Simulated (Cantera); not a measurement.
Feed: 1 mol SiH4, 0.27 mol O3, a varied amount of N2, at 1648.15 K and 0.465 Torr.

These are equilibrium values from Cantera (NASA tables, ideal gas, pure condensed phases), not measurements of a reactor. Candidate condensed phases: H2O, Si, SiO2, Si2N2O, Si3N4; 35 gas species. Mutual solubility and eutectic melting of coexisting phases are not modelled. Kinetics and transport are ignored.

x: gas mole fraction; n: condensed amount in mol.

```tsv
n(N2) (mol)	x N2	x H2	x SiO	x H	x Si	n Si2N2O(s)	n Si(s)
7.2	0.727	0.206	0.0646	0.00163	0.000351	0.186	0
8.7	0.763	(withheld)	(withheld)	0.00151	(withheld)	0.185	0
11	0.802	0.147	0.0494	0.00137	0.000417	0.141	0.0428
13	0.824	0.127	0.0481	0.00127	0.000417	0.0540	0.129
16	0.850	(withheld)	(withheld)	0.00116	0.000417	0	0.181
19	0.870	0.0911	0.0371	0.00108	0.000417	0	0.180
23	0.890	0.0769	0.0314	0.000993	0.000417	0	0.178
28	0.908	0.0644	0.0263	0.000909	0.000417	0	0.176
34	0.923	0.0539	0.0220	0.000831	0.000417	0	0.173
41	0.935	0.0452	0.0185	0.000762	0.000417	0	0.170
```

Task: Some entries are withheld; supply them.

Result: 
- 8.7, x H2: 0.179
- 8.7, x SiO: 0.0560
- 8.7, x Si: 0.000386
- 16, x H2: 0.106
- 16, x SiO: 0.0430
